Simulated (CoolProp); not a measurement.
R115 along the isotherm 360.1 K: fugacity coefficient from the reference equation and from simpler models built on Tc = 353.1 K, pc = 3.129 MPa, ω = 0.248; each cubic takes its own stable root.

The numbers come from the reference Helmholtz-energy equation of state, Lemmon 2016 in CoolProp.

| p (MPa) | phase | reference | Redlich-Kwong | Peng-Robinson |
|---|---|---|---|---|
| 0.099 | gas | 0.9904 | 0.9898 | 0.9887 |
| 0.225 | gas | 0.9781 | 0.9769 | 0.9745 |
| 0.513 | gas | 0.9502 | 0.9477 | 0.9424 |
| 1.17 | gas | 0.8868 | 0.8822 | 0.8712 |
| 2.65 | gas | 0.7428 | 0.7372 | 0.7182 |
| 6.04 | supercritical | 0.4393 | 0.4453 | 0.4279 |
| 13.7 | supercritical | 0.2777 | 0.2898 | 0.2686 |
| 31.3 | supercritical | 0.2519 | 0.2673 | 0.2303 |
